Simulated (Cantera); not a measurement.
Feed: 1 mol TEOS, 0.052 mol O3, 0.26 mol H2, equilibrated at 0.00370 bar.

Equilibrium computed with Cantera from the NASA thermochemical tables; the gas is ideal and each condensed phase is pure. Candidate condensed phases: C, C6H6, C7H8, C8H18, H2O, Si, SiC, SiO2; 123 gas species. The feed counts by its element totals alone. Kinetics and transport are ignored. All values below are at 823 K.

Base state: H2 0.826, CO 0.160, H2O 0.00649, CO2 0.00456, CH4 0.00236 (mole fractions); condensed: C(graphite) + SiO2(α-quartz).

Question: What changes in the equilibrium state with this change: TEOS replaced by Si2H6?

Answer: 
```json
[
 {"species": "H2", "before": "0.826", "after": "1.00"},
 {"species": "H2O", "before": "0.00649", "after": "<1e-9"},
 {"species": "CO", "before": "0.160", "after": "0"},
 {"species": "CO2", "before": "0.00456", "after": "0"},
 {"species": "CH4", "before": "0.00236", "after": "0"},
 {"species": "C(graphite), mol", "before": "5.95", "after": "0"},
 {"species": "SiO2(α-quartz), mol", "before": "1.00", "after": "0.0780"},
 {"species": "Si(s), mol", "before": "0", "after": "1.92"}
]
```
